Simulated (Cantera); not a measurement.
Input: 1 mol SiC, 0.015 mol O2, 2.2 mol N2, at 101000 Pa.

Cantera equilibrium calculation (NASA polynomials, part measured and part estimated; ideal gas, pure solids and liquids). Candidate condensed phases: C, Si, SiC, SiO2, Si2N2O, Si3N4; 34 gas species. N2 is the only nitrogen source here; it is nearly inert below about 1500 K, so the nitride shown seldom forms there in practice. Mutual solubility and eutectic melting of coexisting phases are not modelled. The numbers say what is thermodynamically allowed, not how fast it happens.

Problem. Which condensed phases are stable at each of these points (T (K)): 973, 1073, 1173, 1273, 1373, 1473, 1573, 1673, 1773, 1873, 1973, 2073, 2173?

Solution. 
```tsv
T (K)	condensed phases	Si condensed (%)
973	C(graphite) + Si2N2O(s) + Si3N4(s)	100.0
1073	C(graphite) + Si2N2O(s) + Si3N4(s)	100.0
1173	C(graphite) + Si2N2O(s) + Si3N4(s)	100.0
1273	C(graphite) + Si2N2O(s) + Si3N4(s)	100.0
1373	C(graphite) + Si2N2O(s) + Si3N4(s)	100.0
1473	C(graphite) + Si2N2O(s) + Si3N4(s)	100.0
1573	C(graphite) + Si2N2O(s) + Si3N4(s)	100.0
1673	C(graphite) + Si2N2O(s) + Si3N4(s)	100.0
1773	SiC(s) + Si2N2O(s)	100.0
1873	SiC(s) + Si2N2O(s)	99.9
1973	SiC(s) + Si2N2O(s) + Si3N4(s)	99.6
2073	SiC(s) + Si3N4(s)	98.8
2173	SiC(s)	98.5
```

From 973 K to 1673 K the condensed part is C(graphite) + Si2N2O(s) + Si3N4(s). From 1773 K to 1873 K the condensed part is SiC(s) + Si2N2O(s). At 1973 K the condensed part is SiC(s) + Si2N2O(s) + Si3N4(s). At 2073 K the condensed part is SiC(s) + Si3N4(s). At 2173 K the condensed part is SiC(s).
